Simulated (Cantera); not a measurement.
Input: 1 mol PbO, 0.57 mol H₂, at 598.15 K and 210000 Pa.

Cantera equilibrium calculation (NASA polynomials, part measured and part estimated; ideal gas, pure solids and liquids). Candidate condensed phases: H₂O, Pb, PbO, PbO₂, Pb₃O₄; 12 gas species. Kinetics and transport are ignored.

Question: What is the equilibrium state?

Answer: 
```json
{
 "x(H₂O)": "1.000",
 "x(H₂)": "1.81e-5",
 "n(Pb(s))": "0.570 mol",
 "n(PbO(red))": "0.430 mol",
 "gas_amount": "0.5700 mol",
 "log10 activity of Pb₃O₄(s) (absent)": "-13.29",
 "log10 activity of PbO₂(s) (absent)": "-14.20"
}
```
